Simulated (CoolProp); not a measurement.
Aqueous lithium chloride as a coolant, 10 % by mass, freezing at -12.2 °C, 1 atm.

Values from CoolProp's Melinder's fits for secondary coolants.

| T (°C) | cp (kJ/(kg K)) | Prandtl number | conductivity (W/(m K)) | density (kg/m³) |
|---|---|---|---|---|
| -6.7 | 3.621 | 20.6 | 0.533 | 1060 |
| -2.6 | 3.628 | 17.7 | 0.539 | 1060 |
| 1.5 | 3.635 | 15.3 | 0.545 | 1059 |
| 5.6 | 3.643 | 13.4 | 0.552 | 1059 |
| 9.8 | 3.651 | 11.9 | 0.558 | 1058 |
| 13.9 | 3.659 | 10.6 | 0.564 | 1057 |
| 18 | 3.666 | 9.50 | 0.571 | 1056 |
| 22.1 | 3.674 | 8.58 | 0.577 | 1055 |
| 26.2 | 3.682 | 7.78 | 0.583 | 1054 |
| 30.3 | 3.690 | 7.07 | 0.589 | ? |
| 34.4 | ? | ? | 0.595 | 1052 |
| 38.6 | 3.706 | 5.86 | 0.601 | 1050 |

Problem. Complete the blanks.

Solution. 
- 30.3, density (kg/m³): 1053
- 34.4, cp (kJ/(kg K)): 3.698
- 34.4, Prandtl number: 6.44
